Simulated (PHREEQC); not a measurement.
# Metal-bearing waste water

Dissolve 0.0038 mol/kgw MnSO4, 0.037 mol/kgw ZnCl2, 0.034 mol/kgw H2SO4 and 0.051 mol/kgw NaCl at 25 °C. Closed to the air; pH follows from the charge balance.

The numbers come from PHREEQC with the ion-association model, phreeqc.dat.

Precipitation was switched off in this run.

**Question.** What pH, ionic strength does the model give?

**Answer.** pH 1.40; ionic strength 0.207 mol/kgw.

**Question.** In which forms is Na present?

**Answer.** Na+ 98 %, NaSO4- 1.7 % of the Na.
